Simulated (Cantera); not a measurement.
A perfectly stirred reactor is fed with C₂H₄ : H₂ = 1 : 34 (molar parts), at 100.0 Torr; it is held at 1650 K, and followed from long to short residence time.

Detailed kinetics in Cantera: GRI-Mech 3.0 (53 species, 325 reactions). GRI-Mech 3.0 was tuned for natural gas; its chemistry of ethylene as a main component is partial and can be far from experiment. GRI-Mech 3.0 stops at C3 and has no aromatics, soot or wall deposition, so with more carbon than oxygen in the feed, carbon stays in small species such as C2H2 where larger ones or solid carbon would form.

Q: What does this change do: C2H4 1 to 0.36 parts?

A: 
```csv
quantity,before,after
x(C₂H₄) at τ = 2.70 s,0.000276,0.000104
x(H₂) at τ = 2.70 s,0.971,0.989
x(H) at τ = 2.70 s,0.000244,0.000245
x(C₂H₂) at τ = 2.70 s,0.0268,0.00994
x(C₂H₆) at τ = 2.70 s,5.82e-8,2.06e-8
x(C₂H₄) at τ = 19.0 ms,0.00850,0.00361
x(H₂) at τ = 19.0 ms,0.972,0.990
x(H) at τ = 19.0 ms,5.60e-5,3.97e-5
x(C₂H₂) at τ = 19.0 ms,0.0195,0.00679
x(C₂H₆) at τ = 19.0 ms,6.57e-7,2.15e-7
```
